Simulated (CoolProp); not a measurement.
Properties of the fluoroketone C6F12O (FK-5-1-12) along the isotherm 308.8 K (Tc = 441.8 K, pc = 1.869 MPa, ω = 0.471).

Model: reference Helmholtz-energy equation of state, McLinden 2015, in CoolProp.

```json
[
 {"p (MPa)": "0.125", "phase": "liquid", "density (kg/m³)": "1570", "cp (kJ/(kg K))": "1.110", "fugacity coefficient": "0.4772"},
 {"p (MPa)": "0.187", "phase": "liquid", "density (kg/m³)": "1570", "cp (kJ/(kg K))": "1.109", "fugacity coefficient": "0.3205"},
 {"p (MPa)": "0.249", "phase": "liquid", "density (kg/m³)": "1571", "cp (kJ/(kg K))": "1.109", "fugacity coefficient": "0.2419"},
 {"p (MPa)": "0.312", "phase": "liquid", "density (kg/m³)": "1571", "cp (kJ/(kg K))": "1.109", "fugacity coefficient": "…"},
 {"p (MPa)": "0.374", "phase": "liquid", "density (kg/m³)": "1571", "cp (kJ/(kg K))": "1.109", "fugacity coefficient": "0.1626"},
 {"p (MPa)": "0.436", "phase": "liquid", "density (kg/m³)": "1572", "cp (kJ/(kg K))": "1.109", "fugacity coefficient": "0.1402"},
 {"p (MPa)": "0.498", "phase": "liquid", "density (kg/m³)": "1572", "cp (kJ/(kg K))": "1.109", "fugacity coefficient": "0.1233"},
 {"p (MPa)": "0.561", "phase": "liquid", "density (kg/m³)": "1572", "cp (kJ/(kg K))": "1.108", "fugacity coefficient": "…"},
 {"p (MPa)": "0.623", "phase": "liquid", "density (kg/m³)": "1573", "cp (kJ/(kg K))": "1.108", "fugacity coefficient": "0.09955"},
 {"p (MPa)": "0.685", "phase": "liquid", "density (kg/m³)": "1573", "cp (kJ/(kg K))": "1.108", "fugacity coefficient": "0.09098"},
 {"p (MPa)": "0.748", "phase": "liquid", "density (kg/m³)": "1573", "cp (kJ/(kg K))": "1.108", "fugacity coefficient": "…"},
 {"p (MPa)": "0.81", "phase": "liquid", "density (kg/m³)": "1574", "cp (kJ/(kg K))": "1.108", "fugacity coefficient": "0.07770"},
 {"p (MPa)": "0.872", "phase": "liquid", "density (kg/m³)": "1574", "cp (kJ/(kg K))": "1.108", "fugacity coefficient": "0.07252"},
 {"p (MPa)": "0.935", "phase": "liquid", "density (kg/m³)": "1574", "cp (kJ/(kg K))": "1.107", "fugacity coefficient": "0.06797"}
]
```

Q: What belongs in the gaps?

A: 
- 0.312, fugacity coefficient: 0.1940
- 0.561, fugacity coefficient: 0.1100
- 0.748, fugacity coefficient: 0.08373
